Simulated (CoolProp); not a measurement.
Vapour-liquid equilibrium of R13 (1) + R11 (2) at 0.0245 MPa; x and y are mole fractions of (1).

Computed with CoolProp (multi-fluid Helmholtz-energy mixture model, Platzer 1990 and Jacobsen 1992; pair parameters Bell 2016). This equation is an older, rougher fit; its heat capacities, sound speeds and derivatives of the liquid may be far off and weren't checked against measurements.

Problem. Give the bubble temperature and the first vapour's composition at x = 0.05, 0.5, 0.8. Is there an azeotrope?

Solution. x = 0.05: 209.4 K, y = 0.962; x = 0.5: 174.5 K, y = 0.999; x = 0.8: 171.2 K, y = 1.000. No azeotrope shows between x = 0.05 and 0.95.

Pair parameters are fitted to limited data, so mixtures are less certain than the pure fluids. With so large a gap from Raoult's law the liquid may split in two, which this calculation doesn't test in full.
